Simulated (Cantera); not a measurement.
A Cantera script and its output.

```python
import numpy as np
import cantera as ct

gas = ct.Solution("h2o2.yaml")
gas.TPX = 1200, 1000000, {'H2': 1, 'O2': 0.862, 'N2': 5.69}
reactor = ct.IdealGasConstPressureReactor(gas, energy="on", clone=False)
net = ct.ReactorNet([reactor])
net.rtol, net.atol = 1e-08, 1e-16
show = ['H2', 'O2', 'HO2', 'OH', 'H2O2']
times = np.geomspace(3e-06, 0.2, 13)

steps = ct.SolutionArray(gas, extra=["t"])
rows = []
print(f"{'t/s':>10s}{'T/K':>9s}{'P/Pa':>11s}" + "".join(f"{s:>11s}" for s in show))
for t in times:
    while net.time < t:
        t_next = net.step()
        steps.append(gas.state, t=t_next)
    rows.append([np.interp(t, steps.t, y) for y in (steps.T, steps.P, *steps(*show).X.T)])
    print(f"{t:10.3e}{rows[-1][0]:9.1f}{rows[-1][1]:11.4g}" + "".join(f"{x:11.3e}" for x in rows[-1][2:]))
rate = np.gradient(steps.T, steps.t)
print("integrator steps:", len(steps.t))
if steps.T.max() > steps.T[0] + 200:
    print(f"time of steepest temperature rise: {steps.t[rate.argmax()]:.4e} s")
gas.TPX = 1200, 1000000, {'H2': 1, 'O2': 0.862, 'N2': 5.69}
gas.equilibrate("HP")
print(f"equilibrium (HP): T = {gas.T:.1f} K  " + "  ".join(f"{s} {gas[s].X[0]:.3e}" for s in show))
```

Output:

```
       t/s      T/K       P/Pa         H2         O2        HO2         OH       H2O2
 3.000e-06   1200.0      1e+06  1.324e-01  1.141e-01  1.272e-07  1.524e-09  1.197e-09
 7.570e-06   1200.0      1e+06  1.324e-01  1.141e-01  5.043e-07  2.626e-09  1.169e-08
 1.910e-05   1200.0      1e+06  1.324e-01  1.141e-01  2.188e-06  6.520e-09  1.137e-07
 4.821e-05   1200.2      1e+06  1.324e-01  1.141e-01  2.307e-05  7.720e-08  2.525e-06
 1.216e-04   2138.5      1e+06  1.746e-04  5.083e-02  3.688e-06  1.924e-03  2.982e-07
 3.070e-04   2139.2      1e+06  1.532e-04  5.086e-02  3.490e-06  1.815e-03  2.870e-07
 7.746e-04   2139.2      1e+06  1.532e-04  5.086e-02  3.490e-06  1.815e-03  2.870e-07
 1.955e-03   2139.2      1e+06  1.532e-04  5.086e-02  3.490e-06  1.815e-03  2.870e-07
 4.932e-03   2139.2      1e+06  1.532e-04  5.086e-02  3.490e-06  1.815e-03  2.870e-07
 1.245e-02   2139.2      1e+06  1.532e-04  5.086e-02  3.490e-06  1.815e-03  2.870e-07
 3.141e-02   2139.2      1e+06  1.532e-04  5.086e-02  3.490e-06  1.815e-03  2.870e-07
 7.926e-02   2139.2      1e+06  1.532e-04  5.086e-02  3.490e-06  1.815e-03  2.870e-07
 2.000e-01   2139.2      1e+06  1.532e-04  5.086e-02  3.490e-06  1.815e-03  2.870e-07
integrator steps: 1210
time of steepest temperature rise: 8.6068e-05 s
equilibrium (HP): T = 2139.2 K  H2 1.532e-04  O2 5.086e-02  HO2 3.490e-06  OH 1.815e-03  H2O2 2.870e-07
```

Model: the H2/O2 subset of GRI-Mech 3.0, which has no nitrogen chemistry, integrated in Cantera. The hydrogen kinetics of GRI-Mech 3.0 are dated; newer H2 mechanisms differ, most at raised pressure.
